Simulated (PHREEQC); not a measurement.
Model water analysis in mg/kgw, 25 °C, pH 7.24, pe 0.2: Na 5200; K 1200; Ca 214; Mg 279; Cl 8210; S(6) as SO4 1980; Alkalinity as HCO3 6.06; Br 2.23.

Valence states are taken as typed.

The numbers come from PHREEQC with the ion-association model, wateq4f.dat.

| Quantity | Result |
|---|---|
| ionic strength | 0.298 mol/kgw |
| activity of water | 0.991 |
| charge-balance error | 3.2 % |

```
species  molality  activity   log γ
-------  --------  --------  ------
Cl-         0.232     0.158  -0.167
Na+         0.222     0.161  -0.140
K+         0.0300    0.0205  -0.167
SO4-2      0.0133   0.00333  -0.599
Mg+2      0.00933   0.00294  -0.501
Ca+2      0.00452   0.00131  -0.538
NaSO4-    0.00373   0.00269  -0.142
MgSO4     0.00215   0.00230   0.030
CaSO4    0.000814  0.000872   0.030
```

Precipitation was switched off in this run.
